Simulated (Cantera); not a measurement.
Charge: 1 mol SiHCl₃, 0.011 mol CH₄, 2.4 mol H₂, 0.0083 mol C₂H₂, held at 1725 °C and 28.0 mbar.

Cantera equilibrium calculation (NASA polynomials, part measured and part estimated; ideal gas, pure solids and liquids). Candidate condensed phases: C, C₆H₆, C₇H₈, C₈H₁₈, Si, SiC; 109 gas species. The tables' values for SiCl₃, SiCl are old estimates; treat these amounts as uncertain. Gases not in the tables: Si₂H₆ and higher silanes. Rates play no part.

Base state: H₂ 0.536, HCl 0.237, SiCl₂ 0.212, H 0.00702, SiCl₃ 0.00265, Cl 0.00231, SiCl 0.00208, Si 0.00128 (mole fractions); condensed: SiC(s).

Question: What changes in the equilibrium state with this change: SiHCl₃ replaced by (CH₃)₂SiCl₂?

Answer: 
```tsv
species	before	after
H₂	0.536	0.697
HCl	0.237	0.277
SiCl₂	0.212	0.0144
C₂H₂ (acetylene)	1.69e-6	0.000529
Si₂	1.12e-5	4.66e-8
Si₂C	3.49e-5	2.25e-6
Si	0.00128	8.29e-5
SiC(s), mol	0.0274	0.904
C(graphite), mol	0	1.12
```
The feed counts by its element totals alone.
